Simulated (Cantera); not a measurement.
Cantera run, input and output.

```python
import numpy as np
import cantera as ct

gas = ct.Solution("gri30.yaml")
gas.TPX = 350, 280000, {'C3H8': 1, 'O2': 4.55, 'N2': 17.1}
inlet = ct.Reservoir(gas, clone=True)
gas.equilibrate("HP")  # start burning
reactor = ct.IdealGasConstPressureReactor(gas, energy="on", clone=False)
exhaust = ct.Reservoir(gas, clone=True)
tau = [0.18, 0.068, 0.025, 0.0094, 0.0035, 0.0013, 0.00048, 0.00018, 6.6e-05, 2.5e-05][0]
for a, b in ((inlet, reactor), (reactor, exhaust)):
    ct.MassFlowController(a, b, mdot=lambda t: reactor.mass / tau)
net = ct.ReactorNet([reactor])
show = ['C3H8', 'O2', 'H2O2', 'CH4', 'NO']

rows = []
print(f"{'tau/s':>10s}{'T/K':>9s}" + "".join(f"{s:>11s}" for s in show))
for tau in [0.18, 0.068, 0.025, 0.0094, 0.0035, 0.0013, 0.00048, 0.00018, 6.6e-05, 2.5e-05]:
    net.initial_time = 0.0
    net.advance(30 * tau)
    before = gas.X
    net.advance(40 * tau)
    drift = np.max(np.abs(gas.X - before) / (gas.X + 1e-9))
    rows.append([gas.T, *gas[show].X, drift])
    print(f"{tau:10.3e}{gas.T:9.1f}" + "".join(f"{x:11.3e}" for x in gas[show].X))
```

It prints:

```
     tau/s      T/K       C3H8         O2       H2O2        CH4         NO
 1.800e-01   2305.2  5.030e-08  7.017e-04  3.407e-08  5.470e-07  7.213e-04
 6.800e-02   2299.4  1.260e-07  9.426e-04  4.308e-08  1.040e-06  6.937e-04
 2.500e-02   2288.0  3.119e-07  1.429e-03  6.010e-08  1.720e-06  6.548e-04
 9.400e-03   2269.2  7.280e-07  2.264e-03  8.674e-08  2.553e-06  6.008e-04
 3.500e-03   2240.3  1.654e-06  3.596e-03  1.256e-07  3.751e-06  5.229e-04
 1.300e-03   2199.4  3.682e-06  5.516e-03  1.787e-07  5.920e-06  4.220e-04
 4.800e-04   2145.9  8.267e-06  8.092e-03  2.501e-07  1.086e-05  3.120e-04
 1.800e-04   2081.7  1.927e-05  1.148e-02  3.448e-07  2.413e-05  2.121e-04
 6.600e-05   1997.6  5.338e-05  1.715e-02  4.892e-07  7.348e-05  1.241e-04
 2.500e-05    350.0  4.415e-02  2.009e-01 -1.641e-18 -3.168e-16 -3.225e-18
```

Cantera simulation using GRI-Mech 3.0 (53 species, 325 reactions); the numbers are that mechanism's predictions, not measurements. GRI-Mech 3.0 was tuned for natural gas; its chemistry of propane as a main component is partial and can be far from experiment.
